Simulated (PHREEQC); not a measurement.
Make-up at 75 °C: 0.00058 mol PbCl2 and 0.078 mol KBr per kg of water. Closed to the air; pH follows from the charge balance.

Equilibrium calculation in PHREEQC: ion-association model, wateq4f.dat.

The pH is 5.96 and the ionic strength is 0.0788 mol/kgw.

```csv
species,molality,activity,log γ
K+,0.0780,0.0595,-0.118
Br-,0.0775,0.0601,-0.110
Cl-,0.00115,0.000879,-0.118
PbBr+,0.000436,0.000338,-0.110
Pb+2,0.000131,4.76e-5,-0.442
PbCl+,6.21e-6,4.81e-6,-0.110
PbBr2,4.65e-6,4.74e-6,0.008
H+,1.33e-6,1.10e-6,-0.086
PbOH+,1.09e-6,8.45e-7,-0.110
OH-,2.34e-7,1.78e-7,-0.119
Pb2OH+3,8.87e-9,9.00e-10,-0.994
PbCl2,2.96e-9,3.02e-9,0.008
```

This is a speciation only: nothing precipitates in the calculation. Examples of supersaturated solids here: Pb(OH)2. Others may be too. Complexes and solids missing from the database can't appear. At this temperature some constants are extrapolated from 25 °C, and those without enthalpy data are left unchanged.
